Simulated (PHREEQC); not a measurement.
HCl is added in steps, without added water, to 1 kg of water holding 7.7e-05 mol CaSO4, 0.00016 mol Na2HPO4 and 0.00028 mol KCl, at 45 °C. O2 is buffered at 0.21 atm. The system is closed to CO2. Only these solids could form: Anhydrite, Hydroxyapatite, Halite, Sylvite.

Base run: PHREEQC, ion-association model, phreeqc.dat. Each further column changes one thing. The table gives H2PO4- (mol/kgw).

| HCl added (mol) | base | metal-ligand complexes left out | Davies equation for every ion | all activity coefficients set to 1 | Debye-Hückel limiting law |
|---|---|---|---|---|---|
| 0 | 3.72e-5 | 3.83e-5 | 3.72e-5 | … | 3.71e-5 |
| 0.000375 | 0.000154 | 0.000154 | 0.000154 | 0.000154 | 0.000154 |
| 0.00075 | 0.000146 | 0.000146 | 0.000146 | … | 0.000146 |
| 0.001125 | 0.000138 | 0.000138 | 0.000138 | 0.000136 | 0.000138 |
| 0.0015 | 0.000131 | 0.000132 | 0.000131 | … | 0.000132 |
| 0.001875 | 0.000125 | 0.000126 | 0.000125 | 0.000122 | 0.000126 |
| 0.00225 | 0.000120 | 0.000120 | 0.000120 | … | 0.000120 |
| 0.002625 | 0.000115 | 0.000115 | 0.000115 | 0.000111 | 0.000115 |
| 0.003 | 0.000110 | 0.000110 | 0.000111 | … | 0.000111 |

Problem. Complete the blanks.

Solution. 
- 0, all activity coefficients set to 1: 4.03e-5
- 0.00075, all activity coefficients set to 1: 0.000144
- 0.0015, all activity coefficients set to 1: 0.000129
- 0.00225, all activity coefficients set to 1: 0.000116
- 0.003, all activity coefficients set to 1: 0.000106

Away from 25 °C the constants follow the database's enthalpies or fits; those with neither stay at their 25 °C values.
